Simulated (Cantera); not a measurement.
**Carbothermic reduction: MgO + C + H₂**

A closed system holds: 1 mol MgO, 0.91 mol C, 4.5 mol H₂, equilibrated at 0.830 bar.

Cantera equilibrium calculation (NASA polynomials, part measured and part estimated; ideal gas, pure solids and liquids). Candidate condensed phases: C, C₆H₆, C₇H₈, C₈H₁₈, H₂O, Mg, MgCO₃, MgO, Mg(OH)₂; 116 gas species. The tables' values for MgH are old estimates; treat these amounts as uncertain. The numbers say what is thermodynamically allowed, not how fast it happens.

| T (K) | x H₂ | x CO | x Mg | x CH₄ | x H | x MgH | x H₂O | n C(graphite) | n MgO(s) |
|---|---|---|---|---|---|---|---|---|---|
| 975 | 0.913 | 1.05e-9 | 1.52e-9 | 0.0869 | 1.20e-9 | 5.73e-12 | 4.78e-10 | 0.550 | 1.00 |
| 1075 | 0.965 | 4.45e-8 | 4.88e-8 | 0.0349 | 1.58e-8 | 2.38e-10 | 4.51e-9 | 0.758 | 1.00 |
| 1175 | 0.985 | 9.12e-7 | 9.32e-7 | 0.0154 | 1.34e-7 | 5.57e-9 | 2.58e-8 | 0.842 | 1.000 |
| 1275 | 0.992 | 1.13e-5 | 1.13e-5 | 0.00758 | 8.06e-7 | 8.00e-8 | 1.09e-7 | 0.876 | 1.000 |
| 1375 | 0.996 | 9.62e-5 | 9.58e-5 | 0.00410 | 3.75e-6 | 7.77e-7 | 3.66e-7 | 0.891 | 1.000 |
| 1475 | 0.996 | 0.000607 | 0.000602 | 0.00240 | 1.42e-5 | 5.51e-6 | 1.04e-6 | 0.896 | 0.997 |
| 1575 | 0.992 | 0.00301 | 0.00299 | 0.00149 | 4.54e-5 | 3.03e-5 | 2.55e-6 | 0.889 | 0.986 |
| 1675 | 0.974 | 0.0123 | 0.0122 | 0.000949 | 0.000126 | 0.000134 | 5.53e-6 | 0.848 | 0.943 |
| 1775 | 0.914 | 0.0426 | 0.0421 | 0.000580 | 0.000304 | 0.000488 | 1.04e-5 | 0.696 | 0.791 |
| 1875 | 0.742 | 0.129 | 0.127 | 0.000277 | 0.000620 | 0.00143 | 1.58e-5 | 0.127 | 0.221 |
| 1975 | 0.711 | 0.144 | 0.142 | 3.29e-5 | 0.00127 | 0.00167 | 6.37e-5 | 0 | 0.0899 |
| 2075 | 0.709 | 0.144 | 0.142 | 4.26e-6 | 0.00246 | 0.00177 | 0.000256 | 0 | 0.0882 |
x: gas mole fraction; n: condensed amount in mol.

From 975 K to 1875 K the condensed part is C(graphite) + MgO(s). From 1975 K to 2075 K the condensed part is MgO(s).
